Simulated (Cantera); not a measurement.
Aluminium nitride and oxide growth: Al + N2O + N2

Charge: 1 mol Al, 0.86 mol N2O, 52 mol N2, equilibrated at 0.000160 bar.

These are equilibrium values from Cantera (NASA tables, ideal gas, pure condensed phases), not measurements of a reactor. Candidate condensed phases: Al, AlN, Al2O3; 16 gas species. Mutual solubility and eutectic melting of coexisting phases are not modelled. Condensed phases not in the tables: aluminium oxynitride. Kinetics and transport are ignored.

From 875 °C to 1375 °C the condensed part is AlN(s) + Al2O3(s). From 1475 °C to 1875 °C the condensed part is Al2O3(s).

| T (°C) | x N2 | x Al | x Al2O | x AlO | x O | x NO | x Al2O2 | n AlN(s) | n Al2O3(s) |
|---|---|---|---|---|---|---|---|---|---|
| 875 | 1.00 | 4.56e-12 | <1e-12 | <1e-12 | <1e-12 | <1e-12 | <1e-12 | 0.427 | 0.287 |
| 975 | 1.00 | 9.88e-10 | 2.79e-12 | <1e-12 | <1e-12 | <1e-12 | <1e-12 | 0.427 | 0.287 |
| 1075 | 1.00 | 9.55e-8 | 9.72e-10 | <1e-12 | <1e-12 | <1e-12 | <1e-12 | 0.427 | 0.287 |
| 1175 | 1.000 | 4.88e-6 | 1.49e-7 | 3.01e-11 | <1e-12 | <1e-12 | <1e-12 | 0.426 | 0.287 |
| 1275 | 1.000 | 0.000149 | 1.17e-5 | 1.41e-9 | <1e-12 | 1.77e-12 | 3.37e-12 | 0.418 | 0.286 |
| 1375 | 0.996 | 0.00299 | 0.000536 | 4.09e-8 | 4.72e-12 | 1.37e-11 | 2.44e-10 | 0.231 | 0.277 |
| 1475 | 0.992 | 0.00634 | 0.00125 | 4.28e-7 | 2.02e-10 | 2.96e-10 | 3.03e-9 | 0 | 0.264 |
| 1575 | 0.992 | 0.00652 | 0.00112 | 2.79e-6 | 8.83e-9 | 7.03e-9 | 1.84e-8 | 0 | 0.267 |
| 1675 | 0.992 | 0.00666 | 0.00101 | 1.50e-5 | 2.61e-7 | 1.20e-7 | 9.23e-8 | 0 | 0.268 |
| 1775 | 0.992 | 0.00678 | 0.000911 | 6.78e-5 | 5.54e-6 | 1.56e-6 | 3.92e-7 | 0 | 0.269 |
| 1875 | 0.992 | 0.00688 | 0.000828 | 0.000267 | 8.81e-5 | 1.58e-5 | 1.45e-6 | 0 | 0.265 |
x: gas mole fraction; n: condensed amount in mol.
